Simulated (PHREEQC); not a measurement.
Dissolve 0.067 mol/kgw HF, 0.13 mol/kgw (CH3)4NF and 0.00048 mol/kgw H2SiF6 at 25 °C. Closed to the air; pH follows from the charge balance.

Computed with PHREEQC (ion-association model, wateq4f.dat).

The pH comes out as 3.47. The ionic strength is 0.131 mol/kgw and the total alkalinity is -69.9 meq/kg.

```json
[
 {"species": "(CH3)4N+", "molality": "0.130", "activity": "0.0975", "log γ": "-0.125"},
 {"species": "F-", "molality": "0.112", "activity": "0.0826", "log γ": "-0.130"},
 {"species": "HF", "molality": "0.0407", "activity": "0.0420", "log γ": "0.013"},
 {"species": "HF2-", "molality": "0.0180", "activity": "0.0133", "log γ": "-0.130"},
 {"species": "H2F2", "molality": "0.00445", "activity": "0.00458", "log γ": "0.013"},
 {"species": "SiF6-2", "molality": "0.000480", "activity": "0.000165", "log γ": "-0.463"},
 {"species": "H+", "molality": "0.000416", "activity": "0.000339", "log γ": "-0.089"}
]
```

No solid was allowed to form. Complexes and solids missing from the database can't appear. (CH3)4N+ isn't in the database: it is added as a free cation with an ion size of 4 Å. SiF6-2 is the database's only silicon fluoride.
